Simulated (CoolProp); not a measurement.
Vapour-liquid equilibrium of hydrogen chloride (1) + propane (2) at 1.84 MPa; x and y are mole fractions of (1).

The numbers come from the multi-fluid Helmholtz-energy mixture model, Thol 2018 and Lemmon 2009; pair parameters Bell 2016 in CoolProp.

```
x     bubble temperature (K)  y at the bubble point  dew temperature at overall composition x (K)  liquid density (mol/L)
----  ----------------------  ---------------------  --------------------------------------------  ----------------------
0.05                   316.7                  0.179                                         323.8                   10.67
0.2                    293.8                    ___                                         315.5                   12.46
0.35                   280.5                  0.711                                           ___                     ___
0.5                    273.0                    ___                                         297.0                   15.97
0.65                   268.2                    ___                                           ___                     ___
0.8                    264.5                  0.905                                         272.6                   21.07
0.95                   261.5                  0.971                                         262.3                   25.07
```

### Question
Some entries are withheld; supply them.

### Answer

- 0.2, y at the bubble point: 0.545
- 0.35, dew temperature at overall composition x (K): 306.7
- 0.35, liquid density (mol/L): 14.15
- 0.5, y at the bubble point: 0.796
- 0.65, y at the bubble point: 0.853
- 0.65, dew temperature at overall composition x (K): 285.7
- 0.65, liquid density (mol/L): 18.18

No azeotrope shows between x = 0.05 and 0.95.

Pair parameters are fitted to limited data, so mixtures are less certain than the pure fluids.
